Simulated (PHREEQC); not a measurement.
Brine

A solution holds 14 mmol/kgw Na2SO4 and 106 mmol/kgw NaCl, at 25 °C and 50 atm. Closed to the air; pH follows from the charge balance.

All values are PHREEQC results (ion-association model, phreeqc.dat), not measurements.

This is a speciation only: nothing precipitates in the calculation.

Predict the specific conductance, density.

specific conductance 13200 µS/cm; density 1.005 g/cm³.

In which forms is S present?

SO4-2 82 %, NaSO4- 18 % of the S.

Species that the database lacks are ignored. Under pressure, the constants of complexes without a molar volume in the database are unreliable.
